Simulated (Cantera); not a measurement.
A freely propagating, adiabatic, planar premixed flame of CH4 : C2H6 : C3H8 : O2 : N2 : H2O = 1 : 0.38 : 0.1 : 3.83 : 14.4 : 1.8 (molar parts), equivalence ratio 1.0, unburnt at 700 K and 0.360 bar; mixture-averaged transport, grid criteria slope 0.08 and curve 0.16, no radiation.

Detailed kinetics in Cantera: GRI-Mech 3.0 (53 species, 325 reactions). Burning velocities carry a grid error of a few per cent, more on coarse grids.

Problem. How do the results move with these cheaper or finer settings: unity-Lewis-number transport; multicomponent transport; multicomponent+Soret transport; grid criteria slope 0.5, curve 1; grid criteria slope 0.25, curve 0.5; grid criteria slope 0.03, curve 0.06?

Solution. 
```json
[
 {"setting": "as above", "laminar burning velocity": "185 cm/s", "thermal thickness": "0.826 mm", "peak x(CO)": "0.0562", "peak x(C2H2)": "0.000727", "grid points": "149"},
 {"setting": "unity-Lewis-number transport", "laminar burning velocity": "127 cm/s", "thermal thickness": "0.972 mm", "peak x(CO)": "0.0490", "peak x(C2H2)": "0.000492", "grid points": "138"},
 {"setting": "multicomponent transport", "laminar burning velocity": "186 cm/s", "thermal thickness": "0.839 mm", "peak x(CO)": "0.0564", "peak x(C2H2)": "0.000737", "grid points": "150"},
 {"setting": "multicomponent+Soret transport", "laminar burning velocity": "184 cm/s", "thermal thickness": "0.837 mm", "peak x(CO)": "0.0562", "peak x(C2H2)": "0.000718", "grid points": "149"},
 {"setting": "grid criteria slope 0.5, curve 1", "laminar burning velocity": "201 cm/s", "thermal thickness": "0.919 mm", "peak x(CO)": "0.0565", "peak x(C2H2)": "0.000702", "grid points": "53"},
 {"setting": "grid criteria slope 0.25, curve 0.5", "laminar burning velocity": "192 cm/s", "thermal thickness": "0.865 mm", "peak x(CO)": "0.0563", "peak x(C2H2)": "0.000709", "grid points": "67"},
 {"setting": "grid criteria slope 0.03, curve 0.06", "laminar burning velocity": "182 cm/s", "thermal thickness": "0.819 mm", "peak x(CO)": "0.0561", "peak x(C2H2)": "0.000727", "grid points": "358"}
]
```
The base run took very roughly 11 core-seconds.
Unity Lewis numbers drop preferential diffusion, which matters most where H2 and H carry the flame; Soret adds thermal diffusion.
